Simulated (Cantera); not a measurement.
A perfectly stirred reactor is fed with CH₄ : O₂ : N₂ = 1 : 2.06 : 7.75 (molar parts), at 1580 Torr; it is adiabatic with a 800 K inlet, and is followed from long to short residence time, starting on the burning branch (τ in s: 0.073, 0.039, 0.021, 0.011, 0.0061, 0.0033, 0.0018, 0.00095, 0.00051, 0.00028, 0.00015, 8e-05, 4.3e-05).

Cantera simulation using GRI-Mech 3.0 (53 species, 325 reactions); the numbers are that mechanism's predictions, not measurements.

What does this change do: O2 2.06 to 1.5 parts?


```json
[
 {"quantity": "blow-out, bracketed by the residence times tried", "before": "burning at 43.0 µs, the shortest tried", "after": "burning at 0.150 ms, out at 80.0 µs"},
 {"quantity": "x(CH₄) at τ = 73.0 ms", "before": "9.34e-7", "after": "5.39e-5"},
 {"quantity": "x(O₂) at τ = 73.0 ms", "before": "0.0121", "after": "7.29e-5"},
 {"quantity": "x(H₂O₂) at τ = 73.0 ms", "before": "1.82e-7", "after": "4.48e-9"},
 {"quantity": "x(C₂H₄) at τ = 73.0 ms", "before": "1.11e-11", "after": "4.51e-8"},
 {"quantity": "x(CO) at τ = 73.0 ms", "before": "0.0156", "after": "0.0535"},
 {"quantity": "x(CH₄) at τ = 1.80 ms", "before": "2.69e-5", "after": "0.000286"},
 {"quantity": "x(O₂) at τ = 1.80 ms", "before": "0.0163", "after": "0.00101"},
 {"quantity": "x(H₂O₂) at τ = 1.80 ms", "before": "2.08e-7", "after": "4.02e-8"},
 {"quantity": "x(C₂H₄) at τ = 1.80 ms", "before": "6.65e-9", "after": "2.22e-6"},
 {"quantity": "x(CO) at τ = 1.80 ms", "before": "0.0199", "after": "0.0536"}
]
```

What does this change do: 0.16 parts H2 added?


| quantity | before | after |
|---|---|---|
| blow-out, bracketed by the residence times tried | burning at 43.0 µs, the shortest tried | burning at 43.0 µs, the shortest tried |
| x(CH₄) at τ = 73.0 ms | 9.34e-7 | 8.91e-7 |
| x(O₂) at τ = 73.0 ms | 0.0121 | 0.00839 |
| x(H₂O₂) at τ = 73.0 ms | 1.82e-7 | 1.69e-7 |
| x(C₂H₄) at τ = 73.0 ms | 1.11e-11 | 1.08e-11 |
| x(CO) at τ = 73.0 ms | 0.0156 | 0.0197 |
| x(CH₄) at τ = 1.80 ms | 2.69e-5 | 2.52e-5 |
| x(O₂) at τ = 1.80 ms | 0.0163 | 0.0123 |
| x(H₂O₂) at τ = 1.80 ms | 2.08e-7 | 2.02e-7 |
| x(C₂H₄) at τ = 1.80 ms | 6.65e-9 | 6.30e-9 |
| x(CO) at τ = 1.80 ms | 0.0199 | 0.0236 |
